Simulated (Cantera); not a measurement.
Input: 1 mol FeS2, 6.3 mol H2, 11 mol N2, at 1373 K and 10.0 mbar.

Cantera equilibrium calculation (NASA polynomials, part measured and part estimated; ideal gas, pure solids and liquids). Candidate condensed phases: Fe, FeS, FeS2, S; 16 gas species. FeS: taken at fixed stoichiometry. Rates play no part.

Base state: N2 0.627, H2 0.331, H2S 0.0280, S2 0.0142, SH 0.000639, H 1.91e-5 (mole fractions); condensed: FeS(s).

**Question.** What changes in the equilibrium state with this change: temperature from 1373 K to 1150 K?

**Answer.** 
```csv
species,before,after
N2,0.627,0.634
H2,0.331,0.311
H2S,0.0280,0.0524
S2,0.0142,0.00260
H,1.91e-5,4.16e-7
SH,0.000639,7.50e-5
"FeS(s), mol",1.000,1.00
```
Gases not in the tables: S3 to S7.

**Question.** What changes in the equilibrium state with this change: temperature from 1373 K to 1200 K?

**Answer.** 
| species | before | after |
|---|---|---|
| N2 | 0.627 | 0.633 |
| H2 | 0.331 | 0.314 |
| H2S | 0.0280 | 0.0480 |
| S2 | 0.0142 | 0.00469 |
| H | 1.91e-5 | 1.11e-6 |
| SH | 0.000639 | 0.000140 |
| FeS(s), mol | 1.000 | 1.00 |
Gases not in the tables: S3 to S7.
